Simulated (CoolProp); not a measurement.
Values from CoolProp's reference Helmholtz-energy equation of state, Lemmon 2006. It is a short technical equation, of lower accuracy than the large ones.

### Question
Give the vapour pressure (kPa), vapour density (kg/m³), enthalpy of vaporisation (kJ/kg), surface tension (mN/m) of saturated toluene at 470.2 K.

### Answer
```tsv
T (K)	p (kPa)	vapour density (kg/m³)	enthalpy of vaporisation (kJ/kg)	surface tension (mN/m)
470.2	712	19.9	294	8.94
```

Surface tension comes from a separate correlation (Mulero 2012).
